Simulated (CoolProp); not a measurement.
Vapour-liquid equilibrium of CHF3 (R23) (1) + C2F6 (R116) (2) at 2 MPa; x and y are mole fractions of (1).

Values from CoolProp's multi-fluid Helmholtz-energy mixture model, Penoncello 2003 and Lemmon 2006; pair parameters Bell 2016.

Question: Give the bubble temperature and the first vapour's composition at x = 0.2, 0.35, 0.95. Is there an azeotrope?

Answer: x = 0.2: 266.2 K, y = 0.298; x = 0.35: 262.5 K, y = 0.438; x = 0.95: 263.6 K, y = 0.924. y crosses x between x = 0.5 and 0.65: the model has an azeotrope there.

The pair parameters rest on a limited set of measurements; away from them the model extrapolates.
